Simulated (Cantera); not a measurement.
# Silicon carbide growth: CH3SiH3 + H2

A closed system holds: 1 mol CH3SiH3, a varied amount of H2, equilibrated at 2350 °C and 13.3 mbar.

Cantera equilibrium calculation (NASA polynomials, part measured and part estimated; ideal gas, pure solids and liquids). Candidate condensed phases: C, C6H6, C7H8, C8H18, Si, SiC; 87 gas species. The feed counts by its element totals alone. Gases not in the tables: Si2H6 and higher silanes. Equilibrium is a limit: real reactors are often held back by kinetics, nucleation or transport.

| n(H2) (mol) | log p H2 | log p H | log p Si | log p C2H2 (acetylene) | log p SiC2 | log p SiH |
|---|---|---|---|---|---|---|
| 18 | -2.06 | -2.40 | -3.42 | -3.89 | -3.94 | -5.11 |
| 31 | -2.05 | -2.40 | -3.59 | -4.02 | -4.25 | -5.27 |
| 55 | -2.04 | -2.40 | -3.79 | -4.18 | -4.61 | -5.47 |
| 96 | -2.04 | -2.39 | -4.00 | -4.36 | -5.01 | -5.67 |
| 170 | -2.04 | -2.39 | -4.22 | -4.57 | -5.44 | -5.90 |
| 290 | -2.03 | -2.39 | -4.44 | -4.77 | -5.87 | -6.11 |
| 520 | -2.03 | -2.39 | -4.69 | -5.01 | -6.35 | -6.36 |
| 900 | -2.03 | -2.39 | -4.92 | -5.24 | -6.82 | -6.59 |
log p: log10 of the partial pressure in bar; nothing condenses.

From 18 mol H2 to 900 mol H2 nothing is condensed. The main Si-bearing gas is Si throughout.
